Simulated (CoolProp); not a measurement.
Dodecamethylpentasiloxane (MD3M) along the isotherm 620 K: density (kg/m³) from the reference equation and from simpler models built on Tc = 628.0 K, pc = 0.9540 MPa, ω = 0.730; each cubic takes its own stable root.

Model: reference Helmholtz-energy equation of state, Thol 2019, in CoolProp.

```json
[
 {"p (MPa)": "0.0954", "phase": "gas", "reference": "7.416", "van der Waals": "7.353", "Redlich-Kwong": "(withheld)", "Soave-Redlich-Kwong": "7.394", "Peng-Robinson": "7.424"},
 {"p (MPa)": "0.191", "phase": "gas", "reference": "15.52", "van der Waals": "15.25", "Redlich-Kwong": "15.40", "Soave-Redlich-Kwong": "15.43", "Peng-Robinson": "15.55"},
 {"p (MPa)": "0.286", "phase": "gas", "reference": "24.43", "van der Waals": "23.73", "Redlich-Kwong": "24.11", "Soave-Redlich-Kwong": "24.17", "Peng-Robinson": "(withheld)"},
 {"p (MPa)": "0.382", "phase": "gas", "reference": "34.53", "van der Waals": "33.11", "Redlich-Kwong": "33.87", "Soave-Redlich-Kwong": "34.00", "Peng-Robinson": "34.60"},
 {"p (MPa)": "0.477", "phase": "gas", "reference": "46.01", "van der Waals": "43.44", "Redlich-Kwong": "44.77", "Soave-Redlich-Kwong": "45.03", "Peng-Robinson": "46.08"},
 {"p (MPa)": "0.572", "phase": "gas", "reference": "59.66", "van der Waals": "55.23", "Redlich-Kwong": "57.41", "Soave-Redlich-Kwong": "57.91", "Peng-Robinson": "59.61"},
 {"p (MPa)": "0.668", "phase": "gas", "reference": "77.03", "van der Waals": "69.34", "Redlich-Kwong": "(withheld)", "Soave-Redlich-Kwong": "73.90", "Peng-Robinson": "76.62"},
 {"p (MPa)": "0.763", "phase": "gas", "reference": "101.5", "van der Waals": "87.13", "Redlich-Kwong": "93.06", "Soave-Redlich-Kwong": "95.38", "Peng-Robinson": "(withheld)"},
 {"p (MPa)": "0.954", "phase": "liquid", "reference": "429.6", "van der Waals": "254.8", "Redlich-Kwong": "312.6", "Soave-Redlich-Kwong": "333.7", "Peng-Robinson": "371.2"},
 {"p (MPa)": "1.05", "phase": "liquid", "reference": "443.0", "van der Waals": "274.9", "Redlich-Kwong": "(withheld)", "Soave-Redlich-Kwong": "350.9", "Peng-Robinson": "390.5"},
 {"p (MPa)": "1.14", "phase": "liquid", "reference": "452.3", "van der Waals": "286.6", "Redlich-Kwong": "(withheld)", "Soave-Redlich-Kwong": "363.1", "Peng-Robinson": "404.2"},
 {"p (MPa)": "1.24", "phase": "liquid", "reference": "460.6", "van der Waals": "296.3", "Redlich-Kwong": "363.1", "Soave-Redlich-Kwong": "374.2", "Peng-Robinson": "416.7"},
 {"p (MPa)": "1.34", "phase": "liquid", "reference": "467.6", "van der Waals": "304.2", "Redlich-Kwong": "373.7", "Soave-Redlich-Kwong": "383.6", "Peng-Robinson": "427.4"},
 {"p (MPa)": "1.43", "phase": "liquid", "reference": "473.1", "van der Waals": "310.2", "Redlich-Kwong": "382.0", "Soave-Redlich-Kwong": "391.1", "Peng-Robinson": "435.8"}
]
```

**Question.** Some entries are withheld; supply them.

**Answer.** 
- 0.0954, Redlich-Kwong: 7.389
- 0.286, Peng-Robinson: 24.48
- 0.668, Redlich-Kwong: 72.89
- 0.763, Peng-Robinson: 99.79
- 1.05, Redlich-Kwong: 335.5
- 1.14, Redlich-Kwong: 350.3
